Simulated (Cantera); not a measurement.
Input (Python, Cantera):

```python
import numpy as np
import cantera as ct

gas = ct.Solution("gri30.yaml")
gas.TPX = 375, 130000, {'CH4': 1, 'O2': 3.03, 'N2': 8.48}
flame = ct.FreeFlame(gas, width=0.033)
flame.set_refine_criteria(ratio=3, slope=0.08, curve=0.16)
flame.transport_model = "mixture-averaged"
flame.solve(loglevel=0, auto=True)
z, T = flame.grid, flame.T
thick = (T[-1] - T[0]) / np.gradient(T, z).max()
show = ['CH4', 'O2', 'N2O', 'CH2CO', 'HCO', 'HO2']
print(f"laminar burning velocity  {flame.velocity[0] * 100:.3f} cm/s")
print(f"burnt temperature         {T[-1]:.1f} K")
print(f"thermal thickness         {thick * 1e3:.4f} mm")
print(f"grid points               {len(z)}")
z0 = z[flame.heat_release_rate.argmax()]
print(f"{'z/mm':>9s}{'T/K':>9s}{'u/(m/s)':>9s}" + "".join(f"{s:>11s}" for s in show))
rows = []
for k in (-3, -2, -1.5, -1, -0.5, -0.25, 0, 0.25, 0.5, 1, 2, 4, 8):
    zz = z0 + k * thick
    rows.append([k * thick, np.interp(zz, z, T), np.interp(zz, z, flame.velocity),
                 *(np.interp(zz, z, flame.X[gas.species_index(s)]) for s in show)])
    print(f"{rows[-1][0] * 1e3:9.3f}{rows[-1][1]:9.1f}{rows[-1][2]:9.3f}" + "".join(f"{x:11.3e}" for x in rows[-1][3:]))
```

Result:

```
laminar burning velocity  47.263 cm/s
burnt temperature         2088.8 K
thermal thickness         0.3261 mm
grid points               147
     z/mm      T/K  u/(m/s)        CH4         O2        N2O      CH2CO        HCO        HO2
   -0.978    375.2    0.473  7.989e-02  2.421e-01  1.062e-12  1.690e-10  2.059e-18  3.895e-08
   -0.652    377.0    0.476  7.971e-02  2.419e-01  2.143e-11  4.276e-09  2.383e-15  5.169e-07
   -0.489    385.1    0.486  7.913e-02  2.412e-01  1.627e-10  3.871e-08  2.084e-13  2.882e-06
   -0.326    452.8    0.574  7.503e-02  2.362e-01  2.419e-09  7.672e-07  9.961e-11  2.829e-05
   -0.163    859.6    1.100  5.195e-02  2.023e-01  3.234e-08  1.442e-05  1.856e-07  1.982e-04
   -0.082   1258.9    1.621  2.821e-02  1.636e-01  8.324e-08  4.657e-05  5.379e-06  2.486e-04
    0.000   1630.6    2.107  6.420e-03  1.208e-01  1.758e-07  5.596e-05  2.614e-05  1.843e-04
    0.082   1786.0    2.301  4.157e-04  9.812e-02  2.987e-07  8.822e-06  7.029e-06  4.049e-05
    0.163   1846.8    2.369  1.538e-05  9.076e-02  3.905e-07  4.661e-07  3.757e-07  2.016e-05
    0.326   1922.0    2.451  2.548e-08  8.603e-02  4.761e-07  1.300e-09  6.670e-09  1.351e-05
    0.652   1997.8    2.536  4.705e-13  8.351e-02  5.527e-07  7.619e-14  1.375e-09  7.769e-06
    1.305   2052.7    2.598  9.081e-18  8.249e-02  5.744e-07  6.469e-19  2.112e-10  4.169e-06
    2.609   2079.8    2.627  9.109e-19  8.223e-02  4.421e-07  3.593e-20  3.172e-11  2.892e-06
```

Model: GRI-Mech 3.0 (53 species, 325 reactions), integrated in Cantera. Burning velocities carry a grid error of a few per cent, more on coarse grids.
